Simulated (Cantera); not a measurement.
A closed system holds: 1 mol Ta(OEt)5, 8.6 mol H2O, 1.8 mol H2, equilibrated at 1898 K and 17.0 Pa.

These are equilibrium values from Cantera (NASA tables, ideal gas, pure condensed phases), not measurements of a reactor. The feed counts by its element totals alone. Equilibrium is a limit: real reactors are often held back by kinetics, nucleation or transport.

```csv
species,before,after
H2,0.626,0.854
CO,0.293,0.0814
H,0.0474,0.0554
H2O,0.0293,0.00889
TaO2,0.000149,0.000315
CO2,0.00326,0.000202
O,1.03e-5,2.30e-6
OH,0.000181,4.72e-5
"Ta2O5(s), mol",0.497,0.480
```
Gas species are given as mole fractions.

Q: Name the change that produced these shifts.
A. temperature from 1898 K to 2098 K
B. temperature from 1898 K to 2650 K
C. H2 from 1.8 to 88 mol
D. temperature from 1898 K to 2275 K

A: C, H2 from 1.8 to 88 mol
